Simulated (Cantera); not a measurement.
Feed: 1 mol B2O3, 2.2 mol HF, 2 mol O2, held at 133 Pa.

Equilibrium computed with Cantera from the NASA thermochemical tables; the gas is ideal and each condensed phase is pure. Candidate condensed phases: B, B2O3, B3O3H3, H2O; 43 gas species. Gases not in the tables: H3BO3. Rates play no part. All values below are at 1327 °C.

Base state: O2 0.384, BOF 0.293, HF 0.130, H2O 0.104, HBO2 0.0839, B2O3 0.00323, OH 0.00110, BO2 0.00109 (mole fractions); condensed: gas only.

Question: What changes in the equilibrium state with this change: pressure from 133 Pa to 15.0 Pa?

Answer: 
```json
[
 {"species": "O2", "before": "0.384", "after": "0.383"},
 {"species": "BOF", "before": "0.293", "after": "0.293"},
 {"species": "HF", "before": "0.130", "after": "0.130"},
 {"species": "OH", "before": "0.00110", "after": "0.00189"},
 {"species": "BO2", "before": "0.00109", "after": "0.00186"},
 {"species": "HBO2", "before": "0.0839", "after": "0.0833"},
 {"species": "H2O", "before": "0.104", "after": "0.104"},
 {"species": "BF3", "before": "0.000177", "after": "2.01e-5"},
 {"species": "H", "before": "8.23e-6", "after": "4.23e-5"},
 {"species": "O", "before": "0.000246", "after": "0.000733"},
 {"species": "H2", "before": "3.05e-5", "after": "9.07e-5"},
 {"species": "B2O3", "before": "0.00323", "after": "0.00319"}
]
```
